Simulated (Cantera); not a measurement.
A closed system holds: 1 mol FeS2, 25 mol H2, 0.28 mol H2O, at 15000 Pa.

These are equilibrium values from Cantera (NASA tables, ideal gas, pure condensed phases), not measurements of a reactor. Candidate condensed phases: Fe, FeO, Fe(OH)2, Fe(OH)3, FeS, FeSO4, FeS2, Fe2O3, Fe2(SO4)3, Fe3O4, H2O, H2SO4, S; 22 gas species. FeS: taken at fixed stoichiometry. Gases not in the tables: S3 to S7. Kinetics and transport are ignored.

x: gas mole fraction; n: condensed amount in mol.

```csv
T (K),x H2,x H2S,x H2O,x S2,n FeS(s),n FeS(l)
650,0.949,0.0396,0.0111,(withheld),1.00,0
750,0.949,0.0396,0.0111,(withheld),1.00,0
850,0.949,0.0396,0.0111,(withheld),1.00,0
950,0.949,0.0396,0.0111,(withheld),1.00,0
1050,0.949,0.0396,0.0111,(withheld),1.00,0
1150,0.949,0.0395,0.0111,(withheld),1.00,0
1250,0.949,0.0394,0.0111,(withheld),1.00,0
1350,0.950,0.0391,0.0111,(withheld),1.00,0
1450,0.950,0.0383,0.0111,(withheld),1.000,0
1550,0.951,0.0365,0.0111,(withheld),0,1.000
1650,0.952,0.0334,0.0110,(withheld),0,1.000
1750,0.953,0.0294,0.0110,(withheld),0,0.998
1850,0.953,0.0249,0.0110,(withheld),0,0.991
```

Problem. What belongs in the gaps?

Solution. 
- 650, x S2: 6.18e-12
- 750, x S2: 4.86e-10
- 850, x S2: 1.40e-8
- 950, x S2: 2.01e-7
- 1050, x S2: 1.76e-6
- 1150, x S2: 1.06e-5
- 1250, x S2: 4.77e-5
- 1350, x S2: 0.000170
- 1450, x S2: 0.000496
- 1550, x S2: 0.00119
- 1650, x S2: 0.00234
- 1750, x S2: 0.00383
- 1850, x S2: 0.00542
